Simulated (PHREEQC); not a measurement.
Consider water at 25 °C with 60 mmol/kgw H2SO4, 0.078 mmol/kgw FeSO4 and 36 mmol/kgw MnSO4. Closed to the air; pH follows from the charge balance.

Computed with PHREEQC (ion-association model, wateq4f.dat).

Task: The ionic strength comes out as 0.162 mol/kgw. What activity coefficients do Fe+2, H+, SO4-2, Mn+2, HSO4- get?

Result: Fe+2 0.35, H+ 0.81, SO4-2 0.32, Mn+2 0.35, HSO4- 0.74.

No solid was allowed to form. Complexes and solids missing from the database can't appear.
